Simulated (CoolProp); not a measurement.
Vapour-liquid equilibrium of methanol (1) + benzene (2) at 0.924 MPa; x and y are mole fractions of (1).

Computed with CoolProp (multi-fluid Helmholtz-energy mixture model, de Reuck 1993 and Thol 2012; pair parameters Bell 2016).

**Question.** Give the bubble temperature and the first vapour's composition at x = 0.05, 0.2, 0.35. Is there an azeotrope?

**Answer.** x = 0.05: 433.5 K, y = 0.220; x = 0.2: 415.8 K, y = 0.486; x = 0.35: 410.0 K, y = 0.580. y crosses x between x = 0.65 and 0.8: the model has an azeotrope there.

Pair parameters are fitted to limited data, so mixtures are less certain than the pure fluids.
